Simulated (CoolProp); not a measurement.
Vapour-liquid equilibrium of n-hexane (1) + hexamethyldisiloxane (MM) (2) at 24.4 kPa; x and y are mole fractions of (1).

The numbers come from the multi-fluid Helmholtz-energy mixture model, Thol 2019 and Thol 2016; pair parameters Bell 2016 in CoolProp.

| x | bubble temperature, mixture model (K) | bubble temperature, Raoult's law (K) | y, mixture model | y, Raoult's law |
|---|---|---|---|---|
| 0.05 | 329.3 | 328.9 | 0.121 | 0.136 |
| 0.2 | ___ | 322.7 | ___ | 0.436 |
| 0.35 | 319.3 | 317.5 | 0.598 | 0.631 |
| 0.5 | ___ | 313.2 | 0.748 | 0.766 |
| 0.65 | 310.9 | 309.5 | 0.860 | 0.861 |
| 0.8 | 307.0 | 306.3 | ___ | 0.932 |
| 0.95 | 303.6 | 303.5 | ___ | 0.985 |

Q: Fill in the missing entries.

A: 
- 0.2, bubble temperature, mixture model (K): 324.0
- 0.2, y, mixture model: 0.399
- 0.5, bubble temperature, mixture model (K): 315.0
- 0.8, y, mixture model: 0.938
- 0.95, y, mixture model: 0.988

The largest gap from Raoult's law is +1.8 K in bubble temperature, at x = 0.5. No azeotrope shows between x = 0.05 and 0.95.

Pair parameters are fitted to limited data, so mixtures are less certain than the pure fluids.
